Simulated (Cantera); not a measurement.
# Premixed flame

A freely propagating, adiabatic, planar premixed flame of CO : H2 : O2 : N2 : CO2 = 1 : 0.031 : 0.43 : 1.62 : 0.25 (molar parts), equivalence ratio 1.2, unburnt at 723 K and 500000 Pa; multicomponent transport, grid criteria slope 0.08 and curve 0.16, no radiation.

Cantera simulation using GRI-Mech 3.0 (53 species, 325 reactions); the numbers are that mechanism's predictions, not measurements. The hydrogen kinetics of GRI-Mech 3.0 are dated; newer H2 mechanisms differ, most at raised pressure. Burning velocities carry a grid error of a few per cent, more on coarse grids.

```json
[
 {"z (mm)": "-0.535", "T (K)": "723", "u (m/s)": "0.984", "x CO": "0.300", "x H2": "0.00926", "x O2": "0.129", "x H2O2": "<1e-8", "x N2O": "<1e-8", "x O": "<1e-8"},
 {"z (mm)": "-0.356", "T (K)": "723", "u (m/s)": "0.983", "x CO": "0.300", "x H2": "0.00910", "x O2": "0.129", "x H2O2": "2.22e-8", "x N2O": "<1e-8", "x O": "<1e-8"},
 {"z (mm)": "-0.267", "T (K)": "723", "u (m/s)": "0.983", "x CO": "0.300", "x H2": "0.00884", "x O2": "0.129", "x H2O2": "1.52e-7", "x N2O": "<1e-8", "x O": "<1e-8"},
 {"z (mm)": "-0.178", "T (K)": "726", "u (m/s)": "0.986", "x CO": "0.300", "x H2": "0.00815", "x O2": "0.129", "x H2O2": "1.53e-6", "x N2O": "<1e-8", "x O": "<1e-8"},
 {"z (mm)": "-0.0891", "T (K)": "782", "u (m/s)": "1.06", "x CO": "0.297", "x H2": "0.00607", "x O2": "0.127", "x H2O2": "3.46e-5", "x N2O": "1.63e-8", "x O": "3.35e-6"},
 {"z (mm)": "-0.0445", "T (K)": "1034", "u (m/s)": "1.38", "x CO": "0.277", "x H2": "0.00391", "x O2": "0.115", "x H2O2": "5.85e-5", "x N2O": "1.67e-7", "x O": "0.000360"},
 {"z (mm)": "0", "T (K)": "1462", "u (m/s)": "1.91", "x CO": "0.223", "x H2": "0.00137", "x O2": "0.0836", "x H2O2": "1.84e-6", "x N2O": "8.60e-7", "x O": "0.00493"},
 {"z (mm)": "0.0445", "T (K)": "1758", "u (m/s)": "2.24", "x CO": "0.175", "x H2": "0.000585", "x O2": "0.0561", "x H2O2": "3.75e-7", "x N2O": "1.48e-6", "x O": "0.00921"},
 {"z (mm)": "0.0891", "T (K)": "1927", "u (m/s)": "2.41", "x CO": "0.150", "x H2": "0.000560", "x O2": "0.0431", "x H2O2": "2.04e-7", "x N2O": "1.54e-6", "x O": "0.00908"},
 {"z (mm)": "0.178", "T (K)": "2098", "u (m/s)": "2.60", "x CO": "0.129", "x H2": "0.000557", "x O2": "0.0335", "x H2O2": "1.11e-7", "x N2O": "1.44e-6", "x O": "0.00647"},
 {"z (mm)": "0.356", "T (K)": "2248", "u (m/s)": "2.75", "x CO": "0.112", "x H2": "0.000491", "x O2": "0.0256", "x H2O2": "6.00e-8", "x N2O": "1.26e-6", "x O": "0.00383"},
 {"z (mm)": "0.713", "T (K)": "2364", "u (m/s)": "2.86", "x CO": "0.0972", "x H2": "0.000418", "x O2": "0.0186", "x H2O2": "3.45e-8", "x N2O": "9.58e-7", "x O": "0.00219"},
 {"z (mm)": "1.43", "T (K)": "2451", "u (m/s)": "2.95", "x CO": "0.0853", "x H2": "0.000360", "x O2": "0.0128", "x H2O2": "2.13e-8", "x N2O": "6.42e-7", "x O": "0.00124"}
]
```
x: mole fraction of selected species; z is measured from the peak of heat release.

```yaml
laminar_burning_velocity: 98.4 cm/s
thermal_thickness: 0.178 mm
peak x(H2O2): 6.89e-5
peak x(O): 0.00951
grid_points: 113
```
